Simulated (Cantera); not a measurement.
Charge: 1 mol Ta2O5, 1.1 mol H2, held at 101000 Pa.

Cantera equilibrium calculation (NASA polynomials, part measured and part estimated; ideal gas, pure solids and liquids). Candidate condensed phases: H2O, Ta, Ta2O5; 12 gas species. Mutual solubility and eutectic melting of coexisting phases are not modelled. Condensed phases not in the tables: N, O or C dissolved in the metal. Rates play no part. All values below are at 1975 K.

Base state: H2 0.997, H2O 0.00163, H 0.00136 (mole fractions); condensed: Ta(s) + Ta2O5(s).

Task: What changes in the equilibrium state with this change: pressure from 101000 Pa to 370000 Pa?

Result: 
| species | before | after |
|---|---|---|
| H2 | 0.997 | 0.998 |
| H2O | 0.00163 | 0.00164 |
| H | 0.00136 | 0.000711 |
| Ta(s), mol | 0.000719 | 0.000720 |
| Ta2O5(s), mol | 1.000 | 1.000 |
